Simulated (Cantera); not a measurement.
An adiabatic, constant-volume homogeneous reactor starts with CH₄ : CO : O₂ : N₂ = 1 : 0.57 : 3.94 : 14.8 (molar parts), equivalence ratio 0.58, at 1525 K and 10.0 bar. Integrator tolerance rtol = 1e-08.

Cantera simulation using GRI-Mech 3.0 (53 species, 325 reactions); the numbers are that mechanism's predictions, not measurements.

### Question
What does this change do: CH4 1 to 2.1 parts?

### Answer
```json
[
 {"quantity": "time of steepest temperature rise", "before": "0.118 ms", "after": "0.157 ms"},
 {"quantity": "temperature at 3.00 s", "before": "2802 K", "after": "3142 K"},
 {"quantity": "equilibrium temperature", "before": "2802 K", "after": "3142 K"},
 {"quantity": "x(CH₄) at 3.00 s", "before": "<1e-12 (gas-phase equilibrium <1e-12)", "after": "<1e-12 (gas-phase equilibrium 1.21e-12)"},
 {"quantity": "x(CO) at 3.00 s", "before": "0.00915 (gas-phase equilibrium 0.00915)", "after": "0.0650 (gas-phase equilibrium 0.0650)"},
 {"quantity": "x(O₂) at 3.00 s", "before": "0.0723 (gas-phase equilibrium 0.0723)", "after": "0.00969 (gas-phase equilibrium 0.00969)"},
 {"quantity": "x(N₂O) at 3.00 s", "before": "4.76e-6 (gas-phase equilibrium 4.76e-6)", "after": "2.68e-6 (gas-phase equilibrium 2.68e-6)"},
 {"quantity": "x(NO) at 3.00 s", "before": "0.0208 (gas-phase equilibrium 0.0208)", "after": "0.0111 (gas-phase equilibrium 0.0111)"}
]
```
Above 3000 K some thermodynamic fits are extrapolated.
